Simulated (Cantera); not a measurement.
Ignition delay

Mixture: CH3OH : O2 : N2 = 1 : 2.34 : 8.81 (molar parts), at 1.00 bar, adiabatic and at constant pressure. Ignition delay is the time to a rise of 400 K.

Detailed kinetics in Cantera: GRI-Mech 3.0 (53 species, 325 reactions). GRI-Mech 3.0 was tuned for natural gas; its chemistry of methanol as a main component is partial and can be far from experiment.

| T0 (K) | delay (ms) |
|---|---|
| 1150 | 24.9 |
| 1200 | 10.6 |
| 1250 | 4.86 |
| 1300 | 2.40 |
| 1350 | 1.27 |
| 1400 | 0.713 |
| 1450 | 0.424 |

```json
{
  "apparent activation energy between 1350 and 1450 K": "180 kJ/mol"
}
```
